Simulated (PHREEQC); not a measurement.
A solution holds 0.0046 mol/kgw ZnCl2, 0.03 mol/kgw NaOH and 0.0008 mol/kgw H2SO4, at 20 °C. Closed to the air; pH follows from the charge balance.

Model: ion-association model, wateq4f.dat, run in PHREEQC.

```csv
quantity,before,after
pH,12.23,8.14
ionic strength (mol/kgw),0.0320,0.0144
SO4-2 (mol/kgw),0.000744,0.000604
```

**Question.** What was changed between the two runs?
(A) ZnCl2 left out
(B) diluted 2-fold with water
(C) temperature from 20 to 85 °C
(D) NaOH from 0.03 to 0.003 mol/kgw
(E) NaOH left out

**Answer.** D, NaOH from 0.03 to 0.003 mol/kgw

Precipitation was switched off in this run. Some of these states are supersaturated (in Zn(OH)2-e, Zn(OH)2-a, Zn5(OH)8Cl2, for instance).
